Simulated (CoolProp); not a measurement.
The fluid at 237.86 K and 7.67 MPa flows at 0.083 m/s in a round tube of 1 mm bore and 15 µm roughness, fully developed (64/Re and Nu = 3.66 if laminar; Colebrook and Gnielinski if turbulent). The same conditions are run with several fluids, on thermodynamics alone (safety and materials aside).

The numbers come from the reference Helmholtz-energy equation of state of each fluid (methane: Setzmann 1991; CF4 (R14): Platzer 1990; nitrogen: Span 2000; normal hydrogen: Leachman 2009; dry air: Lemmon 2000) in CoolProp. The equations of Platzer and Polt are older, rougher fits. Blends and air are pseudo-pure fits.

```
fluid            Reynolds number  Darcy friction factor  pressure drop (Pa/m)  heat-transfer coefficient (W/(m² K))  mass flow (kg/h)
---------------  ---------------  ---------------------  --------------------  ------------------------------------  ----------------
methane                      603                  0.106                  33.0                                   149            0.0212
CF4 (R14)                      ?                 0.0490                   165                                     ?             0.230
nitrogen                     559                      ?                  45.3                                  97.8            0.0270
normal hydrogen                ?                  0.804                  20.6                                     ?                 ?
dry air                      571                  0.112                  46.6                                  97.7                 ?
```

### Question
Some entries are withheld; supply them.

### Answer

- CF4 (R14), Reynolds number: 1310
- CF4 (R14), heat-transfer coefficient (W/(m² K)): 143
- nitrogen, Darcy friction factor: 0.114
- normal hydrogen, Reynolds number: 79.6
- normal hydrogen, heat-transfer coefficient (W/(m² K)): 598
- normal hydrogen, mass flow (kg/h): 0.00174
- dry air, mass flow (kg/h): 0.0283

Transport values come from each fluid's own correlations; those of CF4 (R14) are estimates that may be off by 10 % or more.
